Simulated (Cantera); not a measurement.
A closed system holds: 1 mol borazine, 0.85 mol H2O, 0.88 mol N2, equilibrated at 1702 °C and 75.0 Torr.

Equilibrium computed with Cantera from the NASA thermochemical tables; the gas is ideal and each condensed phase is pure. Candidate condensed phases: B, BN, B2O3, B3O3H3, H2O; 39 gas species. The feed counts by its element totals alone. The tables' values for BH2 are old estimates; treat these amounts as uncertain. Rates play no part.

Base state: H2 0.666, N2 0.227, HBO 0.0608, B2O2 0.0157, B2O3 0.0140, HBO2 0.00780, BO 0.00479, H 0.00353 (mole fractions); condensed: BN(s).

Q: What changes in the equilibrium state with this change: borazine replaced by B?

A: 
| species | before | after |
|---|---|---|
| H2 | 0.666 | 0.397 |
| N2 | 0.227 | 0.374 |
| B2O3 | 0.0140 | 0.0789 |
| B2O2 | 0.0157 | 0.0420 |
| HBO2 | 0.00780 | 0.0207 |
| HBO | 0.0608 | 0.0768 |
| BO2 | 4.76e-6 | 1.64e-5 |
| BH2 | 1.61e-5 | 7.46e-6 |
| BN(s), mol | 2.27 | 0.340 |

Q: What changes in the equilibrium state with this change: H2O from 0.85 to 2.6 mol?

A: 
| species | before | after |
|---|---|---|
| H2 | 0.666 | 0.597 |
| N2 | 0.227 | 0.225 |
| HBO | 0.0608 | 0.0816 |
| B2O3 | 0.0140 | 0.0397 |
| B2O2 | 0.0157 | 0.0315 |
| HBO2 | 0.00780 | 0.0148 |
| BO | 0.00479 | 0.00679 |
| H2O | 0.000435 | 0.000550 |
| BH2 | 1.61e-5 | 1.45e-5 |
| BN(s), mol | 2.27 | 0.876 |
